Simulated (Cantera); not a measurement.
Charge: 1 mol BN, 3.1 mol O2, 12 mol H2, at 902 °C.

Method: chemical equilibrium by Gibbs-energy minimisation in Cantera with the NASA 1993 tables (ideal gas, pure condensed phases). Candidate condensed phases: B, BN, B2O3, B3O3H3, H2O; 39 gas species. The numbers say what is thermodynamically allowed, not how fast it happens.

**Question.** At 0.00750 Torr, list the 6 most abundant gas species with their mole fractions, and the condensed phases.

**Answer.** H2 0.562, H2O 0.323, HBO2 0.0765, N2 0.0385, B2O3 0.000216, H 2.90e-5. Condensed: gas only.
